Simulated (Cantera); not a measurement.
A freely propagating, adiabatic, planar premixed flame of 20.9 % H₂, 16.6 % O₂, 62.4 % N₂, unburnt at 675 K and 1.00 bar; mixture-averaged transport, grid criteria slope 0.08 and curve 0.16, no radiation.

Computed with Cantera and the H2/O2 subset of GRI-Mech 3.0, which has no nitrogen chemistry. Burning velocities carry a grid error of a few per cent, more on coarse grids. Lean hydrogen flames are cellular in practice and burn faster than this planar one.

**Question.** Predict: laminar burning velocity; thermal thickness; peak x(H₂O₂); peak x(H); peak x(OH); peak x(O).

**Answer.** 
```
Property                    Result
------------------------  --------
laminar burning velocity  628 cm/s
thermal thickness         0.459 mm
peak x(H₂O₂)               1.12e-5
peak x(H)                   0.0292
peak x(OH)                  0.0144
peak x(O)                   0.0144
```
